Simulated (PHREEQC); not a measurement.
## Alkaline etch or developer: an equilibrium model

Solution (25 °C): 0.026 mol/kgw KOH, 0.0045 mol/kgw Na2SiO3 and 0.00015 mol/kgw (CH3)4NCl. Closed to the air; pH follows from the charge balance.

Computed with PHREEQC (ion-association model, phreeqc.dat).

```
Quantity                   Value
----------------  --------------
pH                         12.39
ionic strength    0.0361 mol/kgw
total alkalinity     35.0 meq/kg
```

```json
[
 {"species": "OH-", "molality": "0.0295", "activity": "0.0246", "log γ": "-0.080"},
 {"species": "K+", "molality": "0.0260", "activity": "0.0217", "log γ": "-0.079"},
 {"species": "Na+", "molality": "0.00900", "activity": "0.00758", "log γ": "-0.074"},
 {"species": "H3SiO4-", "molality": "0.00354", "activity": "0.00296", "log γ": "-0.078"},
 {"species": "H2SiO4-2", "molality": "0.000955", "activity": "0.000490", "log γ": "-0.290"},
 {"species": "Cl-", "molality": "0.000150", "activity": "0.000125", "log γ": "-0.078"},
 {"species": "(CH3)4N+", "molality": "0.000150", "activity": "0.000125", "log γ": "-0.078"},
 {"species": "H4SiO4", "molality": "8.18e-6", "activity": "8.24e-6", "log γ": "0.004"}
]
```

Precipitation was switched off in this run. (CH3)4N+ isn't in the database: it is added as a free cation with an ion size of 4 Å.
